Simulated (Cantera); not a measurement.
An isothermal, constant-pressure homogeneous reactor starts with CH₄ : H₂ = 1 : 1.6 (molar parts), at 1473 K and 0.113 Torr.

Computed with Cantera and GRI-Mech 3.0 (53 species, 325 reactions). GRI-Mech 3.0 stops at C3 and has no aromatics, soot or wall deposition, so with more carbon than oxygen in the feed, carbon stays in small species such as C2H2 where larger ones or solid carbon would form. Radical loss at walls, strong at low pressure, is not modelled.

Task: Predict: x(CH₄) at 300 s; x(H₂) at 300 s; x(CH₂) at 300 s; x(H) at 300 s; x(C₂H₆) at 300 s.

Result: 
| Item | Value |
|---|---|
| x(CH₄) at 300 s | 0.0785 (gas-phase equilibrium 5.08e-5) |
| x(H₂) at 300 s | 0.810 (gas-phase equilibrium 0.860) |
| x(CH₂) at 300 s | 1.21e-7 (gas-phase equilibrium 1.03e-9) |
| x(H) at 300 s | 0.000285 (gas-phase equilibrium 0.000965) |
| x(C₂H₆) at 300 s | 4.29e-6 (gas-phase equilibrium 9.13e-12) |
